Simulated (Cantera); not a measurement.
A Cantera script and its output.

```python
import numpy as np
import cantera as ct

gas = ct.Solution("gri30.yaml")
gas.TPX = 375, 500000, {'C3H8': 1, 'O2': 7.35, 'N2': 32.4}
flame = ct.FreeFlame(gas, width=0.013)
flame.set_refine_criteria(ratio=3, slope=0.08, curve=0.16)
flame.transport_model = "mixture-averaged"
flame.solve(loglevel=0, auto=True)
z, T = flame.grid, flame.T
thick = (T[-1] - T[0]) / np.gradient(T, z).max()
show = ['C3H8', 'O2', 'C2H', 'HCO', 'HCN', 'HO2']
print(f"laminar burning velocity  {flame.velocity[0] * 100:.3f} cm/s")
print(f"burnt temperature         {T[-1]:.1f} K")
print(f"thermal thickness         {thick * 1e3:.4f} mm")
print(f"grid points               {len(z)}")
z0 = z[flame.heat_release_rate.argmax()]
print(f"{'z/mm':>9s}{'T/K':>9s}{'u/(m/s)':>9s}" + "".join(f"{s:>11s}" for s in show))
rows = []
for k in (-3, -2, -1.5, -1, -0.5, -0.25, 0, 0.25, 0.5, 1, 2, 4, 8):
    zz = z0 + k * thick
    rows.append([k * thick, np.interp(zz, z, T), np.interp(zz, z, flame.velocity),
                 *(np.interp(zz, z, flame.X[gas.species_index(s)]) for s in show)])
    print(f"{rows[-1][0] * 1e3:9.3f}{rows[-1][1]:9.1f}{rows[-1][2]:9.3f}" + "".join(f"{x:11.3e}" for x in rows[-1][3:]))
```

It prints:

```
laminar burning velocity  13.214 cm/s
burnt temperature         1771.1 K
thermal thickness         0.2151 mm
grid points               130
     z/mm      T/K  u/(m/s)       C3H8         O2        C2H        HCO        HCN        HO2
   -0.645    375.7    0.132  2.453e-02  1.803e-01  7.775e-31  1.115e-20  4.178e-12  2.845e-08
   -0.430    381.8    0.135  2.452e-02  1.797e-01  4.717e-27  4.906e-17  6.911e-11  3.139e-07
   -0.323    406.1    0.143  2.443e-02  1.777e-01  8.791e-24  2.025e-14  4.680e-10  1.691e-06
   -0.215    513.9    0.182  2.361e-02  1.683e-01  2.387e-19  7.267e-12  3.112e-09  1.162e-05
   -0.108    876.7    0.316  1.676e-02  1.351e-01  1.379e-13  1.025e-08  1.617e-08  7.932e-05
   -0.054   1189.1    0.433  6.995e-03  1.050e-01  1.227e-10  6.169e-07  3.066e-08  1.743e-04
    0.000   1506.0    0.551  1.689e-04  7.440e-02  2.079e-08  5.359e-06  4.732e-08  1.817e-04
    0.054   1643.9    0.599  2.681e-08  6.213e-02  4.518e-09  2.651e-07  2.650e-08  3.976e-05
    0.108   1700.3    0.617  4.416e-12  5.838e-02  1.099e-10  7.201e-09  9.005e-09  2.202e-05
    0.215   1744.2    0.631  2.037e-18  5.609e-02  1.637e-13  2.727e-10  1.589e-09  9.178e-06
    0.430   1764.1    0.638  4.914e-26  5.533e-02  3.307e-16  9.519e-12  2.265e-10  2.624e-06
    0.860   1769.9    0.639  3.881e-35  5.521e-02  9.650e-18  2.742e-13  3.588e-11  8.251e-07
    1.721   1771.0    0.640  2.723e-38  5.520e-02  1.403e-18  3.342e-14  7.616e-12  5.611e-07
```

Cantera simulation using GRI-Mech 3.0 (53 species, 325 reactions); the numbers are that mechanism's predictions, not measurements. GRI-Mech 3.0 was tuned for natural gas; its chemistry of propane as a main component is partial and can be far from experiment. Burning velocities carry a grid error of a few per cent, more on coarse grids.
